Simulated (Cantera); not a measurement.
A closed system holds: 1 mol C, 0.086 mol NH3, 28 mol H2, at 2975 K and 0.0430 bar.

Method: chemical equilibrium by Gibbs-energy minimisation in Cantera with the NASA 1993 tables (ideal gas, pure condensed phases). Candidate condensed phases: C, C6H6, C7H8, C8H18; 92 gas species. Equilibrium is a limit: real reactors are often held back by kinetics, nucleation or transport.

Base state: H 0.494, H2 0.492, C2H2 (acetylene) 0.00889, C2H 0.00148, HCN 0.00131, C3 0.000971, C 0.000519, N2 0.000303 (mole fractions); condensed: gas only.

What changes in the equilibrium state with this change: pressure from 0.0430 bar to 0.140 bar?


| species | before | after |
|---|---|---|
| H2 | 0.492 | 0.665 |
| H | 0.494 | 0.319 |
| C2H2 (acetylene) | 0.00889 | 0.0121 |
| C | 0.000519 | 0.000160 |
| C2 | 0.000175 | 5.43e-5 |
| C3 | 0.000971 | 0.000301 |
| CH3 | 7.47e-6 | 2.13e-5 |

What changes in the equilibrium state with this change: temperature from 2975 K to 1425 K?


```json
[
 {"species": "H2", "before": "0.492", "after": "0.998"},
 {"species": "N2", "before": "0.000303", "after": "0.00151"},
 {"species": "CH4", "before": "4.66e-7", "after": "0.000161"},
 {"species": "H", "before": "0.494", "after": "3.29e-5"},
 {"species": "C2H2 (acetylene)", "before": "0.00889", "after": "3.52e-6"},
 {"species": "C2H", "before": "0.00148", "after": "<1e-9"},
 {"species": "C3", "before": "0.000971", "after": "<1e-9"},
 {"species": "C(graphite), mol", "before": "0", "after": "0.995"}
]
```

What changes in the equilibrium state with this change: pressure from 0.0430 bar to 0.0260 bar?


| species | before | after |
|---|---|---|
| H | 0.494 | 0.579 |
| H2 | 0.492 | 0.408 |
| C2H2 (acetylene) | 0.00889 | 0.00702 |
| C | 0.000519 | 0.000837 |
| C2 | 0.000175 | 0.000276 |
